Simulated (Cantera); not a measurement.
A freely propagating, adiabatic, planar premixed flame of 33.5 % H2, 14.0 % O2, 52.6 % N2, unburnt at 450 K and 13300 Pa; mixture-averaged transport, grid criteria slope 0.08 and curve 0.16, no radiation.

Model: the H2/O2 subset of GRI-Mech 3.0, which has no nitrogen chemistry, integrated in Cantera. Burning velocities carry a grid error of a few per cent, more on coarse grids.

x: mole fraction of selected species; z is measured from the peak of heat release.

```json
[
 {"z (mm)": "-17.6", "T (K)": "450", "u (m/s)": "4.01", "x H2": "0.335", "x O2": "0.140", "x H2O2": "<1e-8", "x HO2": "<1e-8", "x O": "<1e-8", "x OH": "<1e-8"},
 {"z (mm)": "-11.8", "T (K)": "450", "u (m/s)": "4.01", "x H2": "0.335", "x O2": "0.140", "x H2O2": "<1e-8", "x HO2": "<1e-8", "x O": "<1e-8", "x OH": "<1e-8"},
 {"z (mm)": "-8.82", "T (K)": "450", "u (m/s)": "4.01", "x H2": "0.335", "x O2": "0.140", "x H2O2": "<1e-8", "x HO2": "<1e-8", "x O": "<1e-8", "x OH": "<1e-8"},
 {"z (mm)": "-5.88", "T (K)": "450", "u (m/s)": "4.01", "x H2": "0.335", "x O2": "0.140", "x H2O2": "<1e-8", "x HO2": "1.49e-8", "x O": "<1e-8", "x OH": "<1e-8"},
 {"z (mm)": "-2.94", "T (K)": "454", "u (m/s)": "4.04", "x H2": "0.334", "x O2": "0.140", "x H2O2": "1.17e-6", "x HO2": "6.31e-5", "x O": "2.14e-6", "x OH": "1.49e-5"},
 {"z (mm)": "-1.47", "T (K)": "…", "u (m/s)": "5.46", "x H2": "0.309", "x O2": "0.136", "x H2O2": "6.08e-6", "x HO2": "4.96e-5", "x O": "0.000130", "x OH": "0.000482"},
 {"z (mm)": "0", "T (K)": "…", "u (m/s)": "9.10", "x H2": "0.171", "x O2": "0.0887", "x H2O2": "5.46e-7", "x HO2": "1.53e-5", "x O": "0.00609", "x OH": "0.00254"},
 {"z (mm)": "1.47", "T (K)": "1358", "u (m/s)": "11.4", "x H2": "0.0707", "x O2": "0.0274", "x H2O2": "6.90e-7", "x HO2": "4.29e-6", "x O": "0.0113", "x OH": "0.00692"},
 {"z (mm)": "2.94", "T (K)": "…", "u (m/s)": "12.3", "x H2": "0.0650", "x O2": "0.0200", "x H2O2": "5.76e-7", "x HO2": "2.76e-6", "x O": "0.0113", "x OH": "0.00900"},
 {"z (mm)": "5.88", "T (K)": "…", "u (m/s)": "13.2", "x H2": "0.0685", "x O2": "0.0174", "x H2O2": "3.77e-7", "x HO2": "2.05e-6", "x O": "0.0106", "x OH": "0.0112"},
 {"z (mm)": "11.8", "T (K)": "…", "u (m/s)": "14.3", "x H2": "0.0715", "x O2": "0.0147", "x H2O2": "2.03e-7", "x HO2": "1.48e-6", "x O": "0.00926", "x OH": "0.0133"},
 {"z (mm)": "23.5", "T (K)": "1910", "u (m/s)": "15.4", "x H2": "0.0727", "x O2": "0.0116", "x H2O2": "1.05e-7", "x HO2": "1.04e-6", "x O": "0.00734", "x OH": "0.0147"},
 {"z (mm)": "47.0", "T (K)": "2060", "u (m/s)": "16.4", "x H2": "0.0722", "x O2": "0.00859", "x H2O2": "5.79e-8", "x HO2": "7.32e-7", "x O": "0.00523", "x OH": "0.0149"}
]
```

### Question
Complete the blanks.

### Answer

- -1.47, T (K): 623
- 0, T (K): 1074
- 2.94, T (K): 1474
- 5.88, T (K): 1606
- 11.8, T (K): 1754
